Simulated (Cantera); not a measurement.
Input: 1 mol Cu2O, 7.1 mol CO, equilibrated at 133 Pa.

Equilibrium computed with Cantera from the NASA thermochemical tables; the gas is ideal and each condensed phase is pure. Candidate condensed phases: C, Cu, CuO, Cu2O; 15 gas species. Equilibrium is a limit: real reactors are often held back by kinetics, nucleation or transport. All values below are at 2498 K.

Base state: CO 0.691, Cu 0.211, CO2 0.0582, O 0.0331, O2 0.00708, CuO 4.68e-5 (mole fractions); condensed: gas only.

### Question
What changes in the equilibrium state with this change: Cu2O replaced by Ta2O5?

### Answer
```
species         before     after
-------------  -------  --------
CO               0.691     0.870
TaO2                 0    0.0859
CO2             0.0582    0.0289
Cu               0.211         0
O               0.0331    0.0130
TaO                  0  0.000812
CuO            4.68e-5         0
O2             0.00708   0.00110
Ta2O5(l), mol        0     0.658
```
Further candidate phases: Ta, TaC, Ta2O5.
